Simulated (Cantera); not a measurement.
A perfectly stirred reactor is fed with H₂ : O₂ = 0.046 : 1 (molar parts), equivalence ratio 0.023, at 20.0 Torr; it is held at 1473 K, and followed from long to short residence time.

Model: GRI-Mech 3.0 (53 species, 325 reactions), integrated in Cantera. Radical loss at walls, strong at low pressure, is not modelled. The temperature is held fixed by assumption; the heat of reaction is taken as removed at once.

What does this change do: O2 1 to 0.68 parts?


| quantity | before | after |
|---|---|---|
| x(H₂) at τ = 22.0 s | 1.07e-5 | 1.53e-5 |
| x(O₂) at τ = 22.0 s | 0.954 | 0.934 |
| x(H₂O) at τ = 22.0 s | 0.0446 | 0.0650 |
| x(HO₂) at τ = 22.0 s | 1.88e-7 | 2.36e-7 |
| x(OH) at τ = 22.0 s | 0.000691 | 0.000835 |
| x(H₂) at τ = 76.0 ms | 0.000339 | 0.000522 |
| x(O₂) at τ = 76.0 ms | 0.940 | 0.918 |
| x(H₂O) at τ = 76.0 ms | 0.0418 | 0.0611 |
| x(HO₂) at τ = 76.0 ms | 1.81e-6 | 2.46e-6 |
| x(OH) at τ = 76.0 ms | 0.00397 | 0.00499 |

What does this change do: temperature 1473 to 1275 K?


| quantity | before | after |
|---|---|---|
| x(H₂) at τ = 22.0 s | 1.07e-5 | 1.25e-5 |
| x(O₂) at τ = 22.0 s | 0.954 | 0.955 |
| x(H₂O) at τ = 22.0 s | 0.0446 | 0.0448 |
| x(HO₂) at τ = 22.0 s | 1.88e-7 | 3.27e-7 |
| x(OH) at τ = 22.0 s | 0.000691 | 0.000337 |
| x(H₂) at τ = 76.0 ms | 0.000339 | 0.000386 |
| x(O₂) at τ = 76.0 ms | 0.940 | 0.946 |
| x(H₂O) at τ = 76.0 ms | 0.0418 | 0.0429 |
| x(HO₂) at τ = 76.0 ms | 1.81e-6 | 3.18e-6 |
| x(OH) at τ = 76.0 ms | 0.00397 | 0.00210 |
